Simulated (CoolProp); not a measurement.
Vapour-liquid equilibrium of CF4 (R14) (1) + R13 (2) at 168.8 K; x and y are mole fractions of (1).

Computed with CoolProp (multi-fluid Helmholtz-energy mixture model, Platzer 1990 and Platzer 1990; pair parameters Bell 2016). This equation is an older, rougher fit; its heat capacities, sound speeds and derivatives of the liquid may be far off and weren't checked against measurements.

```csv
x,"bubble pressure, mixture model (MPa)","bubble pressure, Raoult's law (MPa)","y, mixture model","y, Raoult's law"
0.05,0.05276,0.04406,0.551,0.471
0.2,0.1262,0.1026,0.834,0.809
0.35,0.1870,0.1612,0.902,0.901
0.5,0.2401,0.2197,0.936,0.944
0.65,0.2897,0.2783,0.959,0.969
0.8,0.3398,0.3368,0.977,0.985
0.95,0.3947,0.3954,0.994,0.997
```

The largest gap from Raoult's law is +23.0 % in bubble pressure, at x = 0.2. No azeotrope shows between x = 0.05 and 0.95.

The pair parameters rest on a limited set of measurements; away from them the model extrapolates.
